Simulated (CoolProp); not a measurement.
n-undecane along the isotherm 54.05 °C: Z from the reference equation and from simpler models built on Tc = 365.7 °C, pc = 1990 kPa, ω = 0.539; each cubic takes its own stable root.

The numbers come from the reference Helmholtz-energy equation of state, Aleksandrov 2011 in CoolProp. It is a short technical equation, of lower accuracy than the large ones.

| p (kPa) | phase | reference |
|---|---|---|
| 452 | liquid | 0.03634 |
| 905 | liquid | 0.07271 |
| 1360 | liquid | 0.1092 |
| 1810 | liquid | 0.1453 |
| 2260 | liquid | 0.1813 |
| 2710 | liquid | 0.2172 |
| 3170 | liquid | 0.2540 |
| 3620 | liquid | 0.2899 |
| 4070 | liquid | 0.3257 |
| 4520 | liquid | 0.3615 |
| 4980 | liquid | 0.3981 |

Q: How far does each simpler model (van der Waals, Soave-Redlich-Kwong, Peng-Robinson) lie from the reference over these 11 states: mean and median of the absolute difference, and the worst?

A: 
- van der Waals: mean 84.5 %, median 84.4 %, worst +86.8 % at 54.05 °C and 452 kPa
- Soave-Redlich-Kwong: mean 19.8 %, median 19.8 %, worst +19.9 % at 54.05 °C and 452 kPa
- Peng-Robinson: mean 6.8 %, median 6.8 %, worst +6.8 % at 54.05 °C and 452 kPa
